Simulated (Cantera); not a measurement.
Input: 1 mol C₂H₆, 3.8 mol CO₂, equilibrated at 1123.15 K and 1.33 mbar.

Method: chemical equilibrium by Gibbs-energy minimisation in Cantera with the NASA 1993 tables (ideal gas, pure condensed phases). Candidate condensed phases: C, C₆H₆, C₇H₈, C₈H₁₈, H₂O; 110 gas species. Kinetics and transport are ignored.

Base state: CO 0.528, H₂ 0.268, CO₂ 0.132, H₂O 0.0730 (mole fractions); condensed: gas only.

Q: What changes in the equilibrium state with this change: CO₂ from 3.8 to 0.31 mol?

A: 
| species | before | after |
|---|---|---|
| H₂ | 0.268 | 0.829 |
| CO | 0.528 | 0.171 |
| CH₄ | <1e-9 | 2.68e-5 |
| CO₂ | 0.132 | 2.36e-6 |
| H₂O | 0.0730 | 1.25e-5 |
| C(graphite), mol | 0 | 1.69 |
